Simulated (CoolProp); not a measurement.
Vapour-liquid equilibrium of n-hexane (1) + o-xylene (2) at 0.373 MPa; x and y are mole fractions of (1).

Values from CoolProp's multi-fluid Helmholtz-energy mixture model, Thol 2019 and Zhou 2012; pair parameters Bell 2016.

Give the bubble temperature and the first vapour's composition at x = 0.15, 0.25, 0.45. Is there an azeotrope?

x = 0.15: 449.1 K, y = 0.471; x = 0.25: 436.6 K, y = 0.639; x = 0.45: 418.5 K, y = 0.819. No azeotrope shows between x = 0.05 and 0.95.

The pair parameters rest on a limited set of measurements; away from them the model extrapolates.
